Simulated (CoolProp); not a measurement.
Properties of sulfur dioxide along the isobar 0.596 MPa.

The numbers come from the reference Helmholtz-energy equation of state, Gao 2016 in CoolProp.

```json
[
 {"T (K)": "211.5", "phase": "liquid", "Z": "0.01362", "cv (kJ/(kg K))": "0.8612", "Joule-Thomson coefficient (K/MPa)": "-0.3046", "expansivity (1/kK)": "1.577"},
 {"T (K)": "229.1", "phase": "liquid", "Z": "0.01294", "cv (kJ/(kg K))": "0.8442", "Joule-Thomson coefficient (K/MPa)": "-0.2972", "expansivity (1/kK)": "1.628"},
 {"T (K)": "246.7", "phase": "liquid", "Z": "0.01237", "cv (kJ/(kg K))": "0.8313", "Joule-Thomson coefficient (K/MPa)": "-0.2844", "expansivity (1/kK)": "1.699"},
 {"T (K)": "264.3", "phase": "liquid", "Z": "0.01191", "cv (kJ/(kg K))": "0.8219", "Joule-Thomson coefficient (K/MPa)": "-0.2648", "expansivity (1/kK)": "1.794"},
 {"T (K)": "281.9", "phase": "liquid", "Z": "0.01153", "cv (kJ/(kg K))": "0.8151", "Joule-Thomson coefficient (K/MPa)": "-0.2362", "expansivity (1/kK)": "1.923"},
 {"T (K)": "299.4", "phase": "liquid", "Z": "0.01125", "cv (kJ/(kg K))": "0.8105", "Joule-Thomson coefficient (K/MPa)": "-0.1955", "expansivity (1/kK)": "2.099"},
 {"T (K)": "317", "phase": "gas", "Z": "0.9154", "cv (kJ/(kg K))": "0.5712", "Joule-Thomson coefficient (K/MPa)": "30.99", "expansivity (1/kK)": "4.357"},
 {"T (K)": "334.6", "phase": "gas", "Z": "0.9320", "cv (kJ/(kg K))": "0.5639", "Joule-Thomson coefficient (K/MPa)": "26.07", "expansivity (1/kK)": "3.849"},
 {"T (K)": "352.2", "phase": "gas", "Z": "0.9442", "cv (kJ/(kg K))": "0.5609", "Joule-Thomson coefficient (K/MPa)": "22.20", "expansivity (1/kK)": "3.478"},
 {"T (K)": "369.8", "phase": "gas", "Z": "0.9536", "cv (kJ/(kg K))": "0.5612", "Joule-Thomson coefficient (K/MPa)": "19.14", "expansivity (1/kK)": "3.193"},
 {"T (K)": "387.4", "phase": "gas", "Z": "0.9609", "cv (kJ/(kg K))": "0.5638", "Joule-Thomson coefficient (K/MPa)": "16.68", "expansivity (1/kK)": "2.965"},
 {"T (K)": "405", "phase": "gas", "Z": "0.9667", "cv (kJ/(kg K))": "0.5680", "Joule-Thomson coefficient (K/MPa)": "14.69", "expansivity (1/kK)": "2.776"},
 {"T (K)": "422.5", "phase": "gas", "Z": "0.9714", "cv (kJ/(kg K))": "0.5733", "Joule-Thomson coefficient (K/MPa)": "13.06", "expansivity (1/kK)": "2.617"},
 {"T (K)": "440.1", "phase": "gas", "Z": "0.9753", "cv (kJ/(kg K))": "0.5793", "Joule-Thomson coefficient (K/MPa)": "11.71", "expansivity (1/kK)": "2.479"},
 {"T (K)": "457.7", "phase": "gas", "Z": "0.9786", "cv (kJ/(kg K))": "0.5857", "Joule-Thomson coefficient (K/MPa)": "10.57", "expansivity (1/kK)": "2.358"},
 {"T (K)": "475.3", "phase": "gas", "Z": "0.9813", "cv (kJ/(kg K))": "0.5924", "Joule-Thomson coefficient (K/MPa)": "9.606", "expansivity (1/kK)": "2.250"}
]
```
